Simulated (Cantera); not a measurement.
# Adiabatic ignition

An adiabatic, constant-pressure homogeneous reactor starts with CH₄ : H₂ : O₂ : N₂ = 1 : 0.46 : 1.31 : 12.2 (molar parts), at 1723 K and 100000 Pa.

Computed with Cantera and GRI-Mech 3.0 (53 species, 325 reactions).

```
t (s)     T (K)   x CH₄    x H₂      x O₂      x NO    x C₂H₆   x H₂O₂     x H₂O
--------  -----  ------  ------  --------  --------  --------  -------  --------
6.00e-6    1723  0.0668  0.0307    0.0875    <1e-12   4.38e-9  3.86e-8   5.52e-6
1.63e-5    1723  0.0667  0.0307    0.0875  1.41e-12   1.43e-7  1.01e-7   3.23e-5
4.45e-5    1723  0.0663  0.0307    0.0873  1.44e-11   8.19e-6  1.63e-7  0.000304
0.000121   1752  0.0570  0.0323    0.0816   2.53e-9  0.000705  1.40e-6   0.00785
0.000330   2358  <1e-12  0.0618  0.000238  0.000145    <1e-12  1.28e-8    0.0862
0.000899   2395  <1e-12  0.0630  0.000107  0.000165    <1e-12  7.40e-9    0.0880
0.00245    2419  <1e-12  0.0639   4.45e-5  0.000184    <1e-12  3.88e-9    0.0893
0.00667    2425  <1e-12  0.0642   3.33e-5  0.000202    <1e-12  3.09e-9    0.0895
0.0182     2425  <1e-12  0.0642   3.30e-5  0.000229    <1e-12  3.07e-9    0.0895
0.0495     2425  <1e-12  0.0642   3.29e-5  0.000248    <1e-12  3.07e-9    0.0895
0.135      2425  <1e-12  0.0642   3.29e-5  0.000250    <1e-12  3.07e-9    0.0895
0.367      2425  <1e-12  0.0642   3.29e-5  0.000250    <1e-12  3.07e-9    0.0895
1.00       2425  <1e-12  0.0642   3.29e-5  0.000250    <1e-12  3.07e-9    0.0895
```
x: mole fraction; the columns are a selection and need not sum to one.

```json
{
 "time_of_steepest_temperature_rise": "0.187 ms",
 "temperature at 1.00 s": "2425 K",
 "equilibrium_temperature": "2425 K",
 "x(CH₄) at 1.00 s": "<1e-12 (gas-phase equilibrium <1e-12)",
 "x(H₂) at 1.00 s": "0.0642 (gas-phase equilibrium 0.0642)",
 "x(O₂) at 1.00 s": "3.29e-5 (gas-phase equilibrium 3.29e-5)"
}
```
